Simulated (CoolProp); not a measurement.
Properties of propylene at several states.

The numbers come from the reference Helmholtz-energy equation of state, Lemmon 2013 in CoolProp.

```tsv
T (°C)	p (MPa)	phase	cp (kJ/(kg K))	speed of sound (m/s)	fugacity coefficient
122.15	0.0345	gas	1.896	294.8	0.9980
58.55	16.5	liquid	2.567	761.4	0.1763
28.55	2.6	liquid	2.659	707.6	0.4205
143.45	0.21	gas	1.984	300.0	0.9897
137.25	0.8	gas	2.004	290.5	0.9591
```
